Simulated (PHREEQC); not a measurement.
H3PO4 is added in steps, without added water, to 1 kg of water holding 0.053 mol AgF, 0.00027 mol NaNO3 and 0.0064 mol Cu(NO3)2, at 25 °C. Oxygen is held at 0.21 atm. The system is closed to CO2. Only these solids could form: Cu(OH)2, Cu2(OH)3NO3, Cu3(PO4)2:3H2O, Ag2O, Ag3PO4, CuF2:2H2O.

Base run: PHREEQC, ion-association model, wateq4f.dat. Each further column changes one thing. The table gives F- (mol/kgw).

```
H3PO4 added (mol)     base  Davies equation for every ion  Debye-Hückel limiting law  all activity coefficients set to 1  metal-ligand complexes left out
-----------------  -------  -----------------------------  -------------------------  ----------------------------------  -------------------------------
0                   0.0476                         0.0477                     0.0485                              0.0449                           0.0527
0.014               0.0344                         0.0344                     0.0351                              0.0323                           0.0381
0.028               0.0235                         0.0235                     0.0241                              0.0219                           0.0258
0.042               0.0157                         0.0156                     0.0160                              0.0144                           0.0169
0.056               0.0107                         0.0106                     0.0109                             0.00973                           0.0113
0.07               0.00778                        0.00772                    0.00796                             0.00701                          0.00809
0.084              0.00603                        0.00598                    0.00618                             0.00539                          0.00621
0.098              0.00492                        0.00487                    0.00506                             0.00436                          0.00503
0.112              0.00416                        0.00412                    0.00429                             0.00367                          0.00424
0.126              0.00362                        0.00358                    0.00374                             0.00317                          0.00368
0.14               0.00321                        0.00318                    0.00333                             0.00280                          0.00326
```

wateq4f.dat counts part of the HF as a dimer, H2F2, which phreeqc.dat doesn't know; its constant is uncertain. H3PO4, which wateq4f.dat lacks, is added to it with the constant of phreeqc.dat. The database has no phosphate complexes of Cu, Ag.
